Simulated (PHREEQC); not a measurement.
0.64 g of hydrous ferric oxide (600 m²/g; 0.2 weak and 0.005 strong sites per Fe, Dzombak-Morel constants, diffuse double layer) in 1 kg of water with 0.005 mol/kgw of an inert sodium salt, at 25 °C; the pH is set by adding NaOH or the inert anion's acid. O2 is buffered at 0.21 atm. CO2 from the air is kept out. Precipitation was switched off in this run.

Computed with PHREEQC (ion-association model, wateq4f.dat).

### Question
Predict surface charge σ (C/m²), surface potential ψ (mV) at pH = 3, 4.12, 7.88, 9.

### Answer
```json
[
 {"pH": "3", "surface charge σ (C/m²)": "0.306", "surface potential ψ (mV)": "214"},
 {"pH": "4.12", "surface charge σ (C/m²)": "0.172", "surface potential ψ (mV)": "189"},
 {"pH": "7.88", "surface charge σ (C/m²)": "0.002", "surface potential ψ (mV)": "13"},
 {"pH": "9", "surface charge σ (C/m²)": "-0.009", "surface potential ψ (mV)": "-50"}
]
```

Complexes and solids missing from the database can't appear. The oxide is taken as insoluble; below pH 4 it would dissolve.
